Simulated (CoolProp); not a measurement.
Vapour-liquid equilibrium of n-pentane (1) + acetone (2) at 313.3 K; x and y are mole fractions of (1).

Computed with CoolProp (multi-fluid Helmholtz-energy mixture model, Thol 2019 and Lemmon 2006; pair parameters Bell 2016).

```csv
x,"bubble pressure, mixture model (MPa)","bubble pressure, Raoult's law (MPa)","y, mixture model","y, Raoult's law"
0.05,0.07690,0.05988,0.287,0.097
0.2,0.1103,0.06878,0.550,0.338
0.35,0.1232,0.07768,0.628,0.524
0.5,0.1284,0.08659,0.667,0.671
0.65,0.1308,0.09549,0.703,0.791
0.8,0.1308,0.1044,0.763,0.891
0.95,0.1230,0.1133,0.905,0.975
```

The largest gap from Raoult's law is +60.4 % in bubble pressure, at x = 0.2. y crosses x between x = 0.65 and 0.8: the model has an azeotrope there.

Pair parameters are fitted to limited data, so mixtures are less certain than the pure fluids. With so large a gap from Raoult's law the liquid may split in two, which this calculation doesn't test in full.
